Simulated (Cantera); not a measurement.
An isothermal, constant-pressure homogeneous reactor starts with CO : O₂ : H₂O : N₂ : H₂ = 0.002 : 0.017 : 0.0015 : 1 : 0.0071 (molar parts), equivalence ratio 0.27, at 1300 K and 310000 Pa.

Cantera simulation using GRI-Mech 3.0 (53 species, 325 reactions); the numbers are that mechanism's predictions, not measurements. The hydrogen kinetics of GRI-Mech 3.0 are dated; newer H2 mechanisms differ, most at raised pressure.

Q: Predict: x(CO) at 20.0 s; x(O₂) at 20.0 s; x(H₂O) at 20.0 s; x(CO₂) at 20.0 s; x(NO) at 20.0 s.

A: 
```json
{
 "x(CO) at 20.0 s": "1.55e-9 (gas-phase equilibrium 1.55e-9)",
 "x(O₂) at 20.0 s": "0.0122 (gas-phase equilibrium 0.0121)",
 "x(H₂O) at 20.0 s": "0.00841 (gas-phase equilibrium 0.00841)",
 "x(CO₂) at 20.0 s": "0.00195 (gas-phase equilibrium 0.00195)",
 "x(NO) at 20.0 s": "5.24e-7 (gas-phase equilibrium 0.000106)"
}
```
